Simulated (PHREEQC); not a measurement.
A solution holds 0.0076 mol H2SO4, 0.082 mol LiCl and 0.1 mol Fe2(SO4)3 per kg of water, at 25 °C and 50 atm. Closed to the air; pH follows from the charge balance.

The numbers come from PHREEQC with the ion-association model, phreeqc.dat.

No solid was allowed to form.

Task: Predict the pH, activity of water, ionic strength.

Result: pH 2.25; activity of water 0.993; ionic strength 0.372 mol/kgw.

Task: In which forms is Cl present?

Result: Cl- 95 %, FeCl+2 4.6 %, FeCl2+ 0.8 % of the Cl.

Saturation is exceeded, for instance for Hematite (slow to form), Goethite (slow to form); the values hold only as long as no solid forms. Complexes and solids missing from the database can't appear. Under pressure, the constants of complexes without a molar volume in the database are unreliable.
